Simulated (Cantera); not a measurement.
Feed: 1 mol PbO, 2 mol O₂, 0.13 mol N₂, held at 13300 Pa.

Equilibrium computed with Cantera from the NASA thermochemical tables; the gas is ideal and each condensed phase is pure. Candidate condensed phases: Pb, PbO, PbO₂, Pb₃O₄; 12 gas species. The numbers say what is thermodynamically allowed, not how fast it happens. All values below are at 800 K.

Base state: O₂ 0.939, N₂ 0.0610 (mole fractions); condensed: PbO(yellow).

What changes in the equilibrium state with this change: PbO replaced by HgO?


| species | before | after |
|---|---|---|
| O₂ | 0.939 | 0.689 |
| Hg | 0 | 0.275 |
| N₂ | 0.0610 | 0.0358 |
| PbO(yellow), mol | 1.00 | 0 |
Further candidate phases: Hg, HgO.
